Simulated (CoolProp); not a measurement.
Properties of diethyl ether along the isobar 162 bar.

Computed with CoolProp (reference Helmholtz-energy equation of state, Thol 2014).

```
T (K)          phase  density (kg/m³)  cp (kJ/(kg K))  cv (kJ/(kg K))  isothermal compressibility (1/MPa)  fugacity coefficient
-----  -------------  ---------------  --------------  --------------  ----------------------------------  --------------------
290.4         liquid            735.5           2.262           1.750                            0.001395              0.006249
316.1         liquid            709.6           2.335           1.792                            0.001722            (withheld)
341.9         liquid            682.5           2.414           1.842                            0.002159               0.03127
367.7         liquid            654.3           2.496           1.897                            0.002750               0.05641
393.4         liquid            624.8           2.580           1.955                            0.003561               0.09159
419.2         liquid            593.7           2.666      (withheld)                            0.004706                0.1371
444.9         liquid            561.1           2.753           2.081                            0.006338                0.1916
470.7  supercritical            526.7           2.841           2.145                            0.008710                0.2536
496.5  supercritical            490.4           2.927           2.209                          (withheld)                0.3205
522.2  supercritical            452.7           3.006           2.272                             0.01696                0.3892
548    supercritical       (withheld)           3.070           2.332                             0.02330                0.4578
```

**Question.** Some entries are withheld; supply them.

**Answer.** 
- 316.1, fugacity coefficient: 0.01519
- 419.2, cv (kJ/(kg K)): 2.017
- 496.5, isothermal compressibility (1/MPa): 0.01214
- 548, density (kg/m³): 414.2
